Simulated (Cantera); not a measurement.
Gas mixture: CH₃OH = 0.5 (molar parts), at 1.00 atm, frozen composition.

Cantera's kinetic-theory transport with the Lennard-Jones parameters of GRI-Mech 3.0, ideal gas; thermal conductivity in the multicomponent form. Polar gases are described roughly by these parameters.

D: mixture-averaged diffusion coefficient of that species in the mixture.

| T (K) | ρ (kg/m³) | cp (J/kg/K) | μ (µPa s) | λ (mW/m/K) | Pr | D (cm²/s) H | D (cm²/s) OH | D (cm²/s) H₂ |
|---|---|---|---|---|---|---|---|---|
| 400 | 0.976 | 1604 | 13.1 | 28.1 | 0.748 | 1.56 | 0.411 | 1.06 |
| 500 | 0.781 | 1858 | 16.4 | 40.8 | 0.748 | 2.38 | 0.616 | 1.56 |
| 600 | 0.651 | [?] | [?] | [?] | 0.749 | [?] | [?] | [?] |
| 700 | 0.558 | 2314 | 22.8 | 70.3 | 0.750 | 4.39 | 1.12 | 2.79 |
| 800 | 0.488 | 2491 | [?] | [?] | 0.751 | [?] | [?] | [?] |
| 900 | 0.434 | 2643 | 28.6 | 101 | 0.751 | 6.86 | 1.73 | 4.27 |

### Question
What belongs in the gaps?

### Answer

- 600, cp (J/kg/K): 2101
- 600, μ (µPa s): 19.7
- 600, λ (mW/m/K): 55.2
- 600, D (cm²/s) H: 3.33
- 600, D (cm²/s) OH: 0.853
- 600, D (cm²/s) H₂: 2.14
- 800, μ (µPa s): 25.8
- 800, λ (mW/m/K): 85.5
- 800, D (cm²/s) H: 5.57
- 800, D (cm²/s) OH: 1.41
- 800, D (cm²/s) H₂: 3.50
